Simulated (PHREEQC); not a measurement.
Make-up at 25 °C: 28 mmol/kgw HF, 32 mmol/kgw (CH3)4NF and 0.42 mmol/kgw H4SiO4. Closed to the air; pH follows from the charge balance.

Computed with PHREEQC (ion-association model, phreeqc.dat).

Task: The ionic strength comes out as 0.0331 mol/kgw. What activity coefficients do F-, HF2-, SiF6-2, H+ get?

Result: F- 0.84, HF2- 0.85, SiF6-2 0.52, H+ 0.87.

Precipitation was switched off in this run. (CH3)4N+ isn't in the database: it is added as a free cation with an ion size of 4 Å. SiF6-2 is the database's only silicon fluoride.
